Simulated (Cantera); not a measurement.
Input (Python, Cantera):

```python
import numpy as np
import cantera as ct

gas = ct.Solution("h2o2.yaml")
gas.TPX = 1350, 2200, {'H2': 0.018, 'O2': 1, 'H2O': 0.03}
inlet = ct.Reservoir(gas, clone=True)

reactor = ct.IdealGasConstPressureReactor(gas, energy="off", clone=False)
exhaust = ct.Reservoir(gas, clone=True)
tau = [3.4, 0.73, 0.16, 0.034, 0.0073, 0.0016, 0.00033][0]
for a, b in ((inlet, reactor), (reactor, exhaust)):
    ct.MassFlowController(a, b, mdot=lambda t: reactor.mass / tau)
net = ct.ReactorNet([reactor])
show = ['H2', 'O2', 'O', 'H2O2', 'OH', 'H2O']

rows = []
print(f"{'tau/s':>10s}{'T/K':>9s}" + "".join(f"{s:>11s}" for s in show))
for tau in [3.4, 0.73, 0.16, 0.034, 0.0073, 0.0016, 0.00033]:
    net.initial_time = 0.0
    net.advance(30 * tau)
    before = gas.X
    net.advance(40 * tau)
    drift = np.max(np.abs(gas.X - before) / (gas.X + 1e-9))
    rows.append([gas.T, *gas[show].X, drift])
    print(f"{tau:10.3e}{gas.T:9.1f}" + "".join(f"{x:11.3e}" for x in gas[show].X))
```

Output:

```
     tau/s      T/K         H2         O2          O       H2O2         OH        H2O
 3.400e+00   1350.0  2.322e-05  9.529e-01  6.057e-04  2.133e-08  6.939e-04  4.580e-02
 7.300e-01   1350.0  6.024e-05  9.517e-01  1.610e-03  3.522e-08  1.130e-03  4.549e-02
 1.600e-01   1350.0  1.465e-04  9.491e-01  3.855e-03  5.213e-08  1.750e-03  4.495e-02
 3.400e-02   1350.0  3.384e-04  9.449e-01  7.596e-03  6.857e-08  2.481e-03  4.409e-02
 7.300e-03   1350.0  8.118e-04  9.415e-01  1.057e-02  8.177e-08  3.085e-03  4.298e-02
 1.600e-03   1350.0  2.428e-03  9.414e-01  1.033e-02  9.741e-08  3.578e-03  4.095e-02
 3.300e-04   1350.0  8.575e-03  9.466e-01  5.591e-03  8.562e-08  3.149e-03  3.521e-02
```

Computed with Cantera and the H2/O2 subset of GRI-Mech 3.0, which has no nitrogen chemistry. Radical loss at walls, strong at low pressure, is not modelled.
